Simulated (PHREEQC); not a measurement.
A made-up water analysis in mg/L, 25 °C, pH 5.72, pe 12.4:

```json
[
 {"constituent": "Na", "mg/L": "0.442"},
 {"constituent": "K", "mg/L": "0.0291"},
 {"constituent": "Ca", "mg/L": "0.345"},
 {"constituent": "Mg", "mg/L": "0.236"},
 {"constituent": "Cl", "mg/L": "0.502"},
 {"constituent": "S(6) as SO4", "mg/L": "0.455"},
 {"constituent": "Alkalinity as HCO3", "mg/L": "1.97"},
 {"constituent": "Br", "mg/L": "0.0226"},
 {"constituent": "Zn", "mg/L": "0.0193"},
 {"constituent": "Cd", "mg/L": "0.00284"},
 {"constituent": "N(5) as NO3", "mg/L": "0.00074"},
 {"constituent": "Ni", "mg/L": "0.00063"}
]
```

Valence states are taken as typed.

Model: ion-association model, wateq4f.dat, run in PHREEQC.

```csv
quantity,before,after
CO2 (mol/kgw),0.000145,7.66e-5
HCO3- (mol/kgw),3.42e-5,1.81e-5
MgSO4 (mol/kgw),9.86e-9,9.90e-9
CaSO4 (mol/kgw),7.44e-9,7.47e-9
MgHCO3+ (mol/kgw),3.72e-9,1.97e-9
CaHCO3+ (mol/kgw),3.60e-9,1.90e-9
SI of Otavite (CdCO3),-4.60,-4.87
SI of ZnCO3:H2O (ZnCO3:H2O),-5.37,-5.65
```

Q: Name the change that produced these shifts.
A. N(5) from 0.00074 to 0.00037 mg/L
B. all concentrations times 2 at the same typed pH
C. pH from 5.72 to 6.22 at the same alkalinity
D. Alkalinity from 1.97 to 0.985 mg/L

A: D, Alkalinity from 1.97 to 0.985 mg/L

Precipitation was switched off in this run.
